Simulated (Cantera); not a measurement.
Source: NASA polynomial tables (part measured, part estimated), evaluated in Cantera. Values are per mole of reaction as written; species without (g) are pure solids or liquids, kept so even where they would boil at 1 bar.

2 SO3(g) → 6 O(g) + S2(g), with ΔH° = 2415.1 kJ and ΔS° = 681.5 J/K at 300 K.

**Question.** How far is the shortcut ΔG° ≈ ΔH°(300 K) − T·ΔS°(300 K) from the full temperature-dependent value at 498, 548, 598, 648, 698, 748, 798, 848, 898, 948 K?

**Answer.** 
```json
[
 {"T (K)": "498", "shortcut (kJ)": "2075.7", "full (kJ)": "2072.8", "difference (kJ)": "2.9", "difference in log10 K": "-0.30"},
 {"T (K)": "548", "shortcut (kJ)": "2041.6", "full (kJ)": "2037.4", "difference (kJ)": "4.2", "difference in log10 K": "-0.40"},
 {"T (K)": "598", "shortcut (kJ)": "2007.5", "full (kJ)": "2001.8", "difference (kJ)": "5.7", "difference in log10 K": "-0.50"},
 {"T (K)": "648", "shortcut (kJ)": "1973.4", "full (kJ)": "1966.1", "difference (kJ)": "7.3", "difference in log10 K": "-0.59"},
 {"T (K)": "698", "shortcut (kJ)": "1939.4", "full (kJ)": "1930.4", "difference (kJ)": "9.0", "difference in log10 K": "-0.67"},
 {"T (K)": "748", "shortcut (kJ)": "1905.3", "full (kJ)": "1894.5", "difference (kJ)": "10.8", "difference in log10 K": "-0.75"},
 {"T (K)": "798", "shortcut (kJ)": "1871.2", "full (kJ)": "1858.6", "difference (kJ)": "12.6", "difference in log10 K": "-0.83"},
 {"T (K)": "848", "shortcut (kJ)": "1837.1", "full (kJ)": "1822.6", "difference (kJ)": "14.5", "difference in log10 K": "-0.89"},
 {"T (K)": "898", "shortcut (kJ)": "1803.1", "full (kJ)": "1786.6", "difference (kJ)": "16.4", "difference in log10 K": "-0.96"},
 {"T (K)": "948", "shortcut (kJ)": "1769.0", "full (kJ)": "1750.6", "difference (kJ)": "18.4", "difference in log10 K": "-1.01"}
]
```
The shortcut ignores the heat-capacity change of the reaction.
